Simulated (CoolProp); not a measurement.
Properties of R152A along the isotherm 226.85 °C (Tc = 113.3 °C, pc = 4517 kPa, ω = 0.275).

Values from CoolProp's reference Helmholtz-energy equation of state, Outcalt 1996. It is a modified Benedict-Webb-Rubin equation, recast in Helmholtz form.

| p (kPa) | phase | density (kg/m³) | speed of sound (m/s) | expansivity (1/kK) |
|---|---|---|---|---|
| 226 | gas | 3.617 | 261.0 | 2.058 |
| 452 | gas | 7.286 | 259.6 | 2.118 |
| 678 | gas | 11.01 | 258.2 | 2.180 |
| 903 | gas | 14.77 | 256.8 | 2.243 |
| 1130 | gas | 18.63 | 255.4 | 2.308 |
| 1360 | gas | 22.59 | 254.0 | 2.375 |
| 1580 | gas | 26.44 | 252.6 | 2.442 |
| 1810 | gas | 30.53 | 251.2 | 2.513 |
| 2030 | gas | 34.50 | 249.8 | 2.583 |
| 2260 | gas | 38.72 | 248.4 | 2.659 |
